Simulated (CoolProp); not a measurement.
Vapour pressure (MPa) of cyclopropane: the reference equation beside estimates from Tc = 398.7 K, pc = 5.605 MPa, ω = 0.131.

Model: reference Helmholtz-energy equation of state, Polt 1992, in CoolProp. This equation is an older, rougher fit; its heat capacities, sound speeds and derivatives of the liquid may be far off and weren't checked against measurements.

```csv
T (K),reference,Lee-Kesler,Peng-Robinson
316,1.140,1.140,1.135
321.7,1.303,1.303,1.299
327.5,1.486,1.486,1.483
333.2,___,1.683,1.681
339,1.904,1.902,___
344.7,2.140,2.138,2.141
350.5,2.402,2.398,2.404
356.2,2.681,2.676,2.686
362,2.988,2.983,2.996
367.7,___,3.310,3.326
373.5,___,___,3.688
379.2,4.056,4.051,4.072
385,4.474,4.472,4.491
```

Task: Some entries are withheld; supply them.

Result: 
- 333.2, reference: 1.684
- 339, Peng-Robinson: 1.903
- 367.7, reference: 3.315
- 373.5, reference: 3.675
- 373.5, Lee-Kesler: 3.669

Absolute difference from the reference over all 13 rows, mean and median: Lee-Kesler 0.1 and 0.1 %, Peng-Robinson 0.2 and 0.3 %.
